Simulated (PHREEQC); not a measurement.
A solution holds 0.0063 mol/kgw NaBr, 0.0026 mol/kgw MnCl2 and 0.00086 mol/kgw NaCl, at 8.2 °C. Closed to the air; pH follows from the charge balance.

All values are PHREEQC results (ion-association model, phreeqc.dat), not measurements.

No solid was allowed to form.

Q: Predict the pH, specific conductance.

A: pH 6.95; specific conductance 914 µS/cm.

Q: In which forms is Mn present?

A: Mn+2 98 %, MnCl+ 1.5 % of the Mn.

Away from 25 °C the constants follow the database's enthalpies or fits; those with neither stay at their 25 °C values.
